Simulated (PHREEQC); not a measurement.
A column of 0.1 m (40 cells, dispersivity 0.005 m, 720 s a shift, diffusion coefficient 3e-10 m²/s) holds 0.01 eq of the database's cation exchanger X per kg of pore water, first in equilibrium with 78 mmol/kgw CaCl2, 8.3 mmol/kgw MgCl2 and 0.01 mmol/kgw HCl. It is flushed with 4.7 mmol/kgw KBr and 0.01 mmol/kgw HCl, at 40 °C. Values are for the last cell. No CO2 enters from the air. Nothing may precipitate in this run.

The numbers come from PHREEQC with the ion-association model, phreeqc.dat.

Task: Predict K in solution (mol/kgw) at pore volumes = 2.038, 2.712, 4.963, 6.537.

Result: 
```json
[
 {"pore volumes": "2.038", "K in solution (mol/kgw)": "0.00278"},
 {"pore volumes": "2.712", "K in solution (mol/kgw)": "0.00335"},
 {"pore volumes": "4.963", "K in solution (mol/kgw)": "0.00417"},
 {"pore volumes": "6.537", "K in solution (mol/kgw)": "0.00433"}
]
```

At this temperature some constants are extrapolated from 25 °C, and those without enthalpy data are left unchanged.
